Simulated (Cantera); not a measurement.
A perfectly stirred reactor is fed with C2H6 : N2 = 1 : 440 (molar parts), at 1330 Pa; it is held at 1525 K, and followed from long to short residence time.

Computed with Cantera and GRI-Mech 3.0 (53 species, 325 reactions). GRI-Mech 3.0 stops at C3 and has no aromatics, soot or wall deposition, so with more carbon than oxygen in the feed, carbon stays in small species such as C2H2 where larger ones or solid carbon would form. Radical loss at walls, strong at low pressure, is not modelled.

**Question.** Predict: x(C2H6) at τ = 3.90 s; x(CH2) at τ = 3.90 s; x(CH3) at τ = 3.90 s; x(HCN) at τ = 3.90 s; x(H2) at τ = 3.90 s; x(C2H6) at τ = 77.0 ms; x(CH2) at τ = 77.0 ms; x(CH3) at τ = 77.0 ms; x(HCN) at τ = 77.0 ms; x(H2) at τ = 77.0 ms.

**Answer.** 
| Quantity | Value |
|---|---|
| x(C2H6) at τ = 3.90 s | 3.98e-6 |
| x(CH2) at τ = 3.90 s | 4.83e-7 |
| x(CH3) at τ = 3.90 s | 4.87e-5 |
| x(HCN) at τ = 3.90 s | 7.22e-5 |
| x(H2) at τ = 3.90 s | 0.00419 |
| x(C2H6) at τ = 77.0 ms | 0.000139 |
| x(CH2) at τ = 77.0 ms | 2.36e-6 |
| x(CH3) at τ = 77.0 ms | 0.000307 |
| x(HCN) at τ = 77.0 ms | 1.28e-5 |
| x(H2) at τ = 77.0 ms | 0.00296 |
